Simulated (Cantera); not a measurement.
Cantera with NASA thermochemical tables; ideal gases at 1 bar, condensed phases pure. Values are per mole of reaction as written; species without (g) are pure solids or liquids, kept so even where they would boil at 1 bar.

V2O3 + 2 H2O(g) ⇌ V2O5 + 4 H(g)

```
T (K)  ΔH° (kJ)  ΔS° (J/K)  ΔG° (kJ)  log10 K  condensed phases
-----  --------  ---------  --------  -------  ----------------
300         [?]        [?]       [?]      [?]  V2O3(s), V2O5(s)
1525     1143.9      258.5     749.6   -25.68  V2O3(s), V2O5(l)
1600     1145.6      259.6     730.2   -23.84  V2O3(s), V2O5(l)
1675     1147.0      260.5     710.7   -22.16  V2O3(s), V2O5(l)
1750     1148.2      261.2     691.1   -20.63  V2O3(s), V2O5(l)
1825     1149.0      261.7     671.5   -19.22  V2O3(s), V2O5(l)
1900     1149.6      262.0     651.9   -17.92  V2O3(s), V2O5(l)
1975        [?]        [?]       [?]      [?]  V2O3(s), V2O5(l)
2050        [?]        [?]       [?]      [?]  V2O3(s), V2O5(l)
```

Task: What belongs in the gaps?

Result: 
- 300, ΔH° (kJ): 1023.9
- 300, ΔS° (J/K): 113.9
- 300, ΔG° (kJ): 989.7
- 300, log10 K: -172.32
- 1975, ΔH° (kJ): 1149.9
- 1975, ΔS° (J/K): 262.1
- 1975, ΔG° (kJ): 632.2
- 1975, log10 K: -16.72
- 2050, ΔH° (kJ): 1150.0
- 2050, ΔS° (J/K): 262.2
- 2050, ΔG° (kJ): 612.6
- 2050, log10 K: -15.61
